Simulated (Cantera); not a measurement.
Thermodynamics of silicon epitaxy and polysilicon growth, feed Si2H6 + HCl + H2

Charge: 1 mol Si2H6, 1.5 mol HCl, 4.4 mol H2, held at 1 atm.

Equilibrium computed with Cantera from the NASA thermochemical tables; the gas is ideal and each condensed phase is pure. Candidate condensed phases: Si; 19 gas species. The feed counts by its element totals alone. The tables' values for SiCl3 are old estimates; treat these amounts as uncertain. Rates play no part.

```tsv
T (°C)	x H2	x HCl	x SiCl4	x SiCl2	x SiHCl3	x SiCl3	x SiH2Cl2	n Si(s)
827	0.937	0.0176	0.0236	0.000670	0.0186	0.00107	0.00175	1.61
877	0.932	0.0240	0.0221	0.00136	0.0174	0.00166	0.00172	1.62
927	0.926	0.0317	0.0200	0.00256	0.0159	0.00242	0.00165	1.64
977	0.919	0.0404	0.0174	0.00446	0.0141	0.00330	0.00156	1.65
1027	0.911	0.0496	0.0145	0.00722	0.0121	0.00419	0.00143	1.66
1077	0.903	0.0590	0.0113	0.0108	0.00988	0.00495	0.00126	1.67
1127	0.895	0.0676	0.00818	0.0151	0.00767	0.00539	0.00108	1.67
1177	0.888	0.0749	0.00552	0.0195	0.00564	0.00543	0.000891	1.68
1227	0.882	0.0806	0.00348	0.0236	0.00394	0.00509	0.000711	1.68
```
x: gas mole fraction; n: condensed amount in mol.

From 827 °C to 1227 °C the condensed part is Si(s). The main Si-bearing gas is SiCl4 at 827 °C and SiCl2 at 1227 °C.
